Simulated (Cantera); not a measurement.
What does this Cantera script print?

```python
import numpy as np
import cantera as ct

gas = ct.Solution("gri30.yaml")
gas.TPX = 1575, 100000, {'C2H4': 1.3, 'H2': 25}
reactor = ct.IdealGasConstPressureReactor(gas, energy="off", clone=False)
net = ct.ReactorNet([reactor])
net.rtol, net.atol = 1e-08, 1e-18
show = ['C2H4', 'H2', 'C2H2', 'CH4', 'C2H', 'CH2']
times = np.geomspace(7e-05, 20, 13)

steps = ct.SolutionArray(gas, extra=["t"])
rows = []
print(f"{'t/s':>10s}{'T/K':>9s}{'P/Pa':>11s}" + "".join(f"{s:>11s}" for s in show))
for t in times:
    while net.time < t:
        t_next = net.step()
        steps.append(gas.state, t=t_next)
    rows.append([np.interp(t, steps.t, y) for y in (steps.T, steps.P, *steps(*show).X.T)])
    print(f"{t:10.3e}{rows[-1][0]:9.1f}{rows[-1][1]:11.4g}" + "".join(f"{x:11.3e}" for x in rows[-1][2:]))
rate = np.gradient(steps.T, steps.t)
print("integrator steps:", len(steps.t))
if steps.T.max() > steps.T[0] + 200:
    print(f"time of steepest temperature rise: {steps.t[rate.argmax()]:.4e} s")
gas.TPX = 1575, 100000, {'C2H4': 1.3, 'H2': 25}
gas.equilibrate("TP")
print(f"equilibrium (TP): T = {gas.T:.1f} K  " + "  ".join(f"{s} {gas[s].X[0]:.3e}" for s in show))
```

Result:

```
       t/s      T/K       P/Pa       C2H4         H2       C2H2        CH4        C2H        CH2
 7.000e-05   1575.0      1e+05  4.925e-02  9.506e-01  1.687e-04  6.947e-08  5.062e-13  1.558e-11
 1.994e-04   1575.0      1e+05  4.886e-02  9.506e-01  5.381e-04  1.654e-06  6.348e-12  6.139e-11
 5.681e-04   1575.0      1e+05  4.628e-02  9.506e-01  2.909e-03  6.912e-05  3.407e-10  5.965e-10
 1.618e-03   1575.0      1e+05  2.781e-02  9.508e-01  1.991e-02  1.310e-03  5.412e-09  1.094e-09
 4.610e-03   1575.0      1e+05  9.034e-03  9.507e-01  3.709e-02  3.032e-03  9.026e-09  6.367e-10
 1.313e-02   1575.0      1e+05  5.124e-03  9.501e-01  4.012e-02  4.590e-03  8.518e-09  5.650e-10
 3.742e-02   1575.0      1e+05  4.910e-03  9.483e-01  3.884e-02  7.870e-03  7.422e-09  7.174e-10
 1.066e-01   1575.0      1e+05  4.529e-03  9.442e-01  3.582e-02  1.533e-02  5.891e-09  9.628e-10
 3.037e-01   1575.0      1e+05  3.807e-03  9.366e-01  3.011e-02  2.944e-02  4.274e-09  1.313e-09
 8.651e-01   1575.0      1e+05  2.985e-03  9.276e-01  2.348e-02  4.579e-02  3.050e-09  1.669e-09
 2.464e+00   1575.0      1e+05  2.732e-03  9.249e-01  2.141e-02  5.091e-02  2.726e-09  1.775e-09
 7.021e+00   1575.0      1e+05  2.728e-03  9.248e-01  2.137e-02  5.099e-02  2.721e-09  1.777e-09
 2.000e+01   1575.0      1e+05  2.728e-03  9.248e-01  2.137e-02  5.099e-02  2.721e-09  1.777e-09
integrator steps: 1065
equilibrium (TP): T = 1575.0 K  C2H4 2.728e-03  H2 9.248e-01  C2H2 2.137e-02  CH4 5.099e-02  C2H 2.721e-09  CH2 1.777e-09
```

Model: GRI-Mech 3.0 (53 species, 325 reactions), integrated in Cantera. GRI-Mech 3.0 was tuned for natural gas; its chemistry of ethylene as a main component is partial and can be far from experiment. GRI-Mech 3.0 stops at C3 and has no aromatics, soot or wall deposition, so with more carbon than oxygen in the feed, carbon stays in small species such as C2H2 where larger ones or solid carbon would form.
